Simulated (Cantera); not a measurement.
Mixture: 5.36 % CH4, 24.9 % O2, 69.7 % N2, equivalence ratio 0.43, at 398 Torr, adiabatic and at constant volume. Ignition delay is the time to a rise of 400 K.

Computed with Cantera and GRI-Mech 3.0 (53 species, 325 reactions).

Question: Predict: delay at 1223 K; delay at 1373 K; delay at 1523 K; delay at 1673 K; delay at 1823 K; apparent activation energy between 1673 and 1823 K.

Answer: 
```
Quantity                                                 Value
--------------------------------------------------  ----------
delay at 1223 K                                        26.8 ms
delay at 1373 K                                        4.04 ms
delay at 1523 K                                       0.988 ms
delay at 1673 K                                       0.340 ms
delay at 1823 K                                       0.142 ms
apparent activation energy between 1673 and 1823 K  150 kJ/mol
```
